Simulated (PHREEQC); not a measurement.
Dissolve 0.0077 mol NH4HSO4 per kg of water at 52 °C. Closed to the air; pH follows from the charge balance.

All values are PHREEQC results (ion-association model, wateq4f.dat), not measurements.

No solid was allowed to form.

### Question
Estimate the pH.

### Answer
pH 2.35.

### Question
In which forms is N present?

### Answer
NH4+ 97 %, NH4SO4- 3.5 % of the N.

Species that the database lacks are ignored. Constants without temperature data keep their 25 °C values here.
